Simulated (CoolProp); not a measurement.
Carbon monoxide along the isobar 4.13 MPa: density (kg/m³) from the reference equation and from simpler models built on Tc = 132.9 K, pc = 3.498 MPa, ω = 0.050; each cubic takes its own stable root.

Values from CoolProp's reference Helmholtz-energy equation of state, Lemmon 2006. It is a short technical equation, of lower accuracy than the large ones.

```
T (K)          phase  reference
-----  -------------  ---------
84.9          liquid      789.2
91            liquid      762.8
97.1          liquid      735.0
103.2         liquid      705.1
109.3         liquid      672.5
115.5         liquid      635.2
121.6         liquid      592.2
127.7         liquid      537.2
133.8  supercritical      445.0
139.9  supercritical      199.9
146    supercritical      153.5
152.1  supercritical      132.4
158.2  supercritical      118.8
164.4  supercritical      108.6
```

Question: How far does each simpler model (van der Waals, Redlich-Kwong, Soave-Redlich-Kwong, Peng-Robinson) lie from the reference over these 14 states: mean and median of the absolute difference, and the worst?

Answer: 
- van der Waals: mean 20.0 %, median 28.5 %, worst -30.7 % at 84.9 K and 4.13 MPa
- Redlich-Kwong: mean 2.9 %, median 0.8 %, worst -13.0 % at 133.8 K and 4.13 MPa
- Soave-Redlich-Kwong: mean 2.8 %, median 0.9 %, worst -13.1 % at 133.8 K and 4.13 MPa
- Peng-Robinson: mean 7.2 %, median 5.6 %, worst +12.8 % at 84.9 K and 4.13 MPa
